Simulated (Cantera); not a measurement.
Cantera with NASA thermochemical tables; ideal gases at 1 bar, condensed phases pure. Values are per mole of reaction as written; species without (g) are pure solids or liquids, kept so even where they would boil at 1 bar.

### Question
Between 1248 and 1548 K, where is each reaction favourable under standard conditions?
- 6 F₂(g) + 3 Cu₂O ⇌ 6 CuF₂(g) + O₃(g)

### Answer
- 6 F₂(g) + 3 Cu₂O ⇌ 6 CuF₂(g) + O₃(g): ΔG° is -1337 kJ at 1248 K and -1409 kJ at 1548 K; it stays negative (K > 1). ΔH° is -1233 kJ and ΔS° 114 J/K at 1548 K.
